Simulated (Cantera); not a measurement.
# CS2 + H2 (abatement and gas-phase synthesis)

Charge: 1 mol CS2, 1.5 mol H2, equilibrated at 0.0100 bar.

Cantera equilibrium calculation (NASA polynomials, part measured and part estimated; ideal gas, pure solids and liquids). Candidate condensed phases: C, C6H6, C7H8, C8H18, S; 83 gas species. Rates play no part.

```tsv
T (K)	x H2	x CS2	x CS	x H	x S	x S2	x H2S	x SH	n C(graphite)
1425	0.549	0.318	0.00156	5.05e-5	3.94e-5	0.0586	0.0708	0.00212	0.228
1625	0.571	0.314	0.0148	0.000533	0.000394	0.0642	0.0301	0.00491	0.185
1825	0.559	0.273	0.0797	0.00329	0.00224	0.0608	0.0137	0.00861	0.0856
2025	0.516	0.172	0.187	0.0138	0.0104	0.0772	0.00792	0.0151	0
2225	0.462	0.0801	0.254	0.0440	0.0368	0.0945	0.00484	0.0234	0
2425	0.386	0.0300	0.275	0.111	0.0888	0.0786	0.00247	0.0271	0
2625	0.283	0.00941	0.263	0.226	0.151	0.0438	0.000959	0.0228	0
```
x: gas mole fraction; n: condensed amount in mol.

From 1425 K to 1825 K the condensed part is C(graphite). From 2025 K to 2625 K nothing is condensed. The main C-bearing gas is CS2 at 1425 K and CS at 2625 K.
